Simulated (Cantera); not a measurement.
## Equilibrium for hydrogen reduction and annealing atmospheres: V₂O₃ + H₂

Input: 1 mol V₂O₃, 870 mol H₂.

Equilibrium computed with Cantera from the NASA thermochemical tables; the gas is ideal and each condensed phase is pure. Candidate condensed phases: H₂O, V, VO, V₂O₃, V₂O₄, V₂O₅; 12 gas species. Mutual solubility and eutectic melting of coexisting phases are not modelled. VO: taken at fixed stoichiometry. Condensed phases not in the tables: the oxides between V₂O₃ and V₂O₅ other than VO₂. The numbers say what is thermodynamically allowed, not how fast it happens.

Stable condensed phases:

```
T in K \ P in Pa
              10      52     270    1400    7200   37000  190000 1000000
   2098        A       A       A       B       B       B       B       B
   1998        A       A       B       B       B       B       B       B
   1898        A       B       B       B       B       B       B       B
   1798        B       B       B       B       B       B       B       B
   1698        B       B       B       B       B       B       B       B
   1598        B       B       B       B       B       B       B       B
   1498        B       B       B       B       B       B       B       B
   1398        B       B       B       B       B       B       B       B
   1298        C       C       C       C       C       C       C       C
   1198        C       C       C       C       C       C       C       C
   1098        C       C       C       C       C       C       C       C
    998        C       C       C       C       C       C       C       C
```

A: gas only; B: VO; C: VO + V₂O₃.
